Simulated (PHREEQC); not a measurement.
0.077 g of hydrous ferric oxide (600 m²/g; 0.2 weak and 0.005 strong sites per Fe, Dzombak-Morel constants, diffuse double layer) in 1 kg of water with 0.01 mol/kgw of an inert sodium salt and 0.0016 mmol/kgw SrCl2 and 0.29 mmol/kgw NiCl2, at 25 °C; the pH is set by adding NaOH or the inert anion's acid. Oxygen alone is held at its pressure in air (log pO2 = -0.68). CO2 from the air is kept out. Nothing may precipitate in this run.

Base run: PHREEQC, ion-association model, wateq4f.dat. Each further column changes one thing. The table gives Ni sorbed (%).

```csv
pH,base,no electrostatic term (-no_edl),background salt from 0.01 to 0.001 mol/kgw,oxide from 0.077 to 0.39 g/kgw
3,0.0,0.0,0.0,0.0
4.33,0.0,0.0,0.0,0.0
5,0.1,0.3,0.1,0.6
5.67,0.9,1.6,0.8,4.4
7,10.7,35.3,10.7,43.7
8.33,29.7,59.6,28.9,97.9
9,31.8,60.5,30.8,99.9
9.67,31.8,60.1,31.0,100.0
11,30.0,15.5,30.1,99.9
```

In at least one series the solution becomes supersaturated in solids that the run did not let form, among them Ni(OH)2. The oxide is taken as insoluble; below pH 4 it would dissolve.
